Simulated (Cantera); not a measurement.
Gas activation for diamond growth

An isothermal, constant-pressure homogeneous reactor starts with 1.17 % CH4, 97.4 % H2, 1.46 % CO2, at 1800 K and 1300 Pa.

Model: GRI-Mech 3.0 (53 species, 325 reactions), integrated in Cantera. Radical loss at walls, strong at low pressure, is not modelled.

```csv
t (s),x CH4,x H2,x CO2,x OH,x O
1.00e-5,0.0117,0.974,0.0146,3.01e-11,<1e-12
3.03e-5,0.0117,0.974,0.0146,1.16e-10,<1e-12
9.20e-5,0.0117,0.974,0.0146,4.25e-10,<1e-12
0.000279,0.0117,0.974,0.0146,1.43e-9,<1e-12
0.000847,0.0117,0.974,0.0146,4.48e-9,<1e-12
0.00257,0.0117,0.974,0.0146,1.38e-8,<1e-12
0.00779,0.0116,0.973,0.0145,4.26e-8,5.87e-12
0.0236,0.0115,0.972,0.0138,1.47e-7,5.79e-11
0.0717,0.0111,0.967,0.00863,7.63e-7,8.30e-10
0.217,0.00847,0.959,0.000476,2.29e-6,4.28e-9
0.659,0.00417,0.961,5.66e-5,2.59e-6,5.38e-9
2.00,0.00157,0.962,5.60e-5,2.68e-6,5.95e-9
```
x: mole fraction; the columns are a selection and need not sum to one.

Equilibrium at this temperature and pressure: CH4 2.99e-10, H2 0.968, CO2 1.96e-5, OH 6.00e-7, O 1.49e-9 (gas phase only).
